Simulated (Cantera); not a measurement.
Input: 1 mol Si, 0.8 mol HCl, 0.24 mol H₂, at 648 K and 1.00 bar.

Method: chemical equilibrium by Gibbs-energy minimisation in Cantera with the NASA 1993 tables (ideal gas, pure condensed phases). Candidate condensed phases: Si; 19 gas species. Equilibrium is a limit: real reactors are often held back by kinetics, nucleation or transport.

Base state: H₂ 0.733, SiCl₄ 0.176, SiHCl₃ 0.0887, SiH₂Cl₂ 0.00258, HCl 0.000113, SiH₃Cl 1.54e-5 (mole fractions); condensed: Si(s).

**Question.** What changes in the equilibrium state with this change: pressure from 1.00 bar to 0.133 bar?

**Answer.** 
```csv
species,before,after
H₂,0.733,0.743
SiCl₄,0.176,0.197
SiHCl₃,0.0887,0.0588
SiH₃Cl,1.54e-5,3.58e-6
SiH₂Cl₂,0.00258,0.00101
"Si(s), mol",0.781,0.787
```

**Question.** What changes in the equilibrium state with this change: Si replaced by SiCl₄?

**Answer.** 
```tsv
species	before	after
SiCl₄	0.176	0.490
HCl	0.000113	0.392
H₂	0.733	0.118
SiHCl₃	0.0887	1.15e-5
SiH₂Cl₂	0.00258	<1e-9
SiH₃Cl	1.54e-5	<1e-9
Si(s), mol	0.781	0
```

**Question.** What changes in the equilibrium state with this change: temperature from 648 K to 948 K?

**Answer.** 
| species | before | after |
|---|---|---|
| H₂ | 0.733 | 0.730 |
| SiCl₄ | 0.176 | 0.179 |
| SiHCl₃ | 0.0887 | 0.0786 |
| HCl | 0.000113 | 0.00751 |
| SiCl₂ | 9.92e-9 | 0.000118 |
| SiCl₃ | 1.62e-6 | 0.000790 |
| SiH₃Cl | 1.54e-5 | 3.85e-5 |
| SiH₂Cl₂ | 0.00258 | 0.00348 |
| Si(s), mol | 0.781 | 0.784 |
The tables' values for SiCl₃ are old estimates; treat these amounts as uncertain.
